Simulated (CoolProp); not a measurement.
A single-stage vapour-compression cycle with chloromethane (R40): evaporating at 325.15 K (dew point), condensing at 357.15 K (bubble point), superheat 5 K, subcooling 0 K, compressor efficiency 0.85, no pressure losses. Each further row changes one setting.

Values from CoolProp's reference Helmholtz-energy equation of state, Thol 2014.

```json
[
 {"case": "as stated", "cooling COP": "7.21", "pressure ratio": "2.02", "discharge temperature (K)": "386.3", "refrigerating effect (kJ/kg)": "286", "volumetric capacity (kJ/m³)": "7410"},
 {"case": "evaporating temperature 330.15 K", "cooling COP": "8.81", "pressure ratio": "[?]", "discharge temperature (K)": "[?]", "refrigerating effect (kJ/kg)": "[?]", "volumetric capacity (kJ/m³)": "8390"},
 {"case": "condensing temperature 352.15 K", "cooling COP": "[?]", "pressure ratio": "1.83", "discharge temperature (K)": "[?]", "refrigerating effect (kJ/kg)": "296", "volumetric capacity (kJ/m³)": "7650"},
 {"case": "subcooling 5 K", "cooling COP": "7.45", "pressure ratio": "2.02", "discharge temperature (K)": "386.3", "refrigerating effect (kJ/kg)": "296", "volumetric capacity (kJ/m³)": "7650"},
 {"case": "superheat 15 K", "cooling COP": "7.12", "pressure ratio": "2.02", "discharge temperature (K)": "397.3", "refrigerating effect (kJ/kg)": "[?]", "volumetric capacity (kJ/m³)": "[?]"},
 {"case": "compressor efficiency 0.75", "cooling COP": "6.36", "pressure ratio": "2.02", "discharge temperature (K)": "390.4", "refrigerating effect (kJ/kg)": "286", "volumetric capacity (kJ/m³)": "7410"}
]
```

Task: Fill in the missing entries.

Result: 
- evaporating temperature 330.15 K, pressure ratio: 1.79
- evaporating temperature 330.15 K, discharge temperature (K): 382.0
- evaporating temperature 330.15 K, refrigerating effect (kJ/kg): 288
- condensing temperature 352.15 K, cooling COP: 8.76
- condensing temperature 352.15 K, discharge temperature (K): 377.8
- superheat 15 K, refrigerating effect (kJ/kg): 298
- superheat 15 K, volumetric capacity (kJ/m³): 7320
